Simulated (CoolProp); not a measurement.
Model: reference Helmholtz-energy equation of state, McLinden 2015, in CoolProp.

Q: For the fluoroketone C6F12O (FK-5-1-12), give the phase and the density (kg/m³), cv (kJ/(kg K)), speed of sound (m/s), expansivity (1/kK) at 500 K and 0.719 MPa; 500 K and 1.44 MPa; 500 K and 8.63 MPa.

A: 
- 500 K and 0.719 MPa: gas; density 59.8, cv 1.05, speed of sound 107, expansivity 2.81
- 500 K and 1.44 MPa: gas; density 133, cv 1.06, speed of sound 96.6, expansivity 4.13
- 500 K and 8.63 MPa: supercritical; density 986, cv 1.07, speed of sound 181, expansivity 3.99
